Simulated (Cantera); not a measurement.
# Pyrogenic steam for wet oxidation

An isothermal, constant-pressure homogeneous reactor starts with H₂ : O₂ : N₂ = 1.9 : 1 : 0.71 (molar parts), equivalence ratio 0.95, at 800 K and 0.400 bar.

Computed with Cantera and the H2/O2 subset of GRI-Mech 3.0, which has no nitrogen chemistry. Below about 950 K walls govern HO2 and H2O2 in real vessels. The temperature is held fixed by assumption; the heat of reaction is taken as removed at once.

| t (s) | x H₂ | x O₂ | x H₂O | x HO₂ | x OH |
|---|---|---|---|---|---|
| 2.00e-5 | 0.526 | 0.277 | <1e-12 | 1.35e-12 | <1e-12 |
| 0.000123 | 0.526 | 0.277 | 1.83e-12 | 1.19e-11 | <1e-12 |
| 0.000752 | 0.526 | 0.277 | 1.38e-11 | 8.00e-11 | <1e-12 |
| 0.00461 | 0.526 | 0.277 | 9.01e-11 | 5.01e-10 | <1e-12 |
| 0.0283 | 0.526 | 0.277 | 6.83e-10 | 3.21e-9 | <1e-12 |
| 0.173 | 0.526 | 0.277 | 1.05e-8 | 2.58e-8 | <1e-12 |
| 1.06 | 0.526 | 0.277 | 1.19e-6 | 6.22e-7 | 1.85e-12 |
| 6.52 | 0.526 | 0.277 | 0.000259 | 3.94e-6 | 6.20e-11 |
| 40.0 | 0.498 | 0.262 | 0.0377 | 1.27e-5 | 7.95e-10 |
x: mole fraction; the columns are a selection and need not sum to one.

Equilibrium at this temperature and pressure: H₂ <1e-12, O₂ 0.0188, H₂O 0.714, HO₂ 5.95e-12, OH 1.61e-9 (gas phase only).
